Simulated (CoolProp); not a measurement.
Vapour-liquid equilibrium of n-hexane (1) + n-decane (2) at 8.42 kPa; x and y are mole fractions of (1).

Computed with CoolProp (multi-fluid Helmholtz-energy mixture model, Thol 2019 and Lemmon 2006; pair parameters Kunz 2012).

```csv
x,bubble temperature (K),y at the bubble point,dew temperature at overall composition x (K),liquid density (mol/L)
0.05,347.4,0.646,368.8,4.913
0.2,316.2,0.944,364.8,5.355
0.35,302.5,0.981,360.1,5.740
0.5,294.2,0.992,354.5,6.138
0.65,288.4,0.996,347.2,6.571
0.8,284.0,0.998,336.6,7.052
0.95,280.5,1.000,314.5,7.595
```

No azeotrope shows between x = 0.05 and 0.95.

Pair parameters are fitted to limited data, so mixtures are less certain than the pure fluids.
